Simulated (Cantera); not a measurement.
# Thermodynamics of silicon nitride deposition, feed SiCl4 + NH3 + N2

Input: 1 mol SiCl4, 15 mol NH3, 16 mol N2.

Method: chemical equilibrium by Gibbs-energy minimisation in Cantera with the NASA 1993 tables (ideal gas, pure condensed phases). Candidate condensed phases: NH4Cl, Si, Si3N4; 28 gas species. The tables' values for SiCl3 are old estimates. Kinetics and transport are ignored.

**Question.** Map the stable condensed phases over T = 973, 1073, 1173, 1273, 1373, 1473, 1573, 1673, 1773 K and P in Pa = 5, 15, 45, 140, 410, 1200, 3700, 11000, 33000, 100000.

**Answer.** 
```
T in K \ P in Pa
              5     15     45    140    410   1200   3700  11000  33000 100000
   1773       A      A      A      B      B      C      C      C      C      C
   1673       A      A      B      B      C      C      C      C      C      C
   1573       B      B      C      C      C      C      C      C      C      C
   1473       B      C      C      C      C      C      C      C      C      C
   1373       C      C      C      C      C      C      C      C      C      C
   1273       C      C      C      C      C      C      C      C      C      C
   1173       C      C      C      C      C      C      C      C      C      C
   1073       C      C      C      C      C      C      C      C      C      C
    973       C      C      C      C      C      C      C      C      C      C
```
A: gas only; B: Si; C: Si3N4.
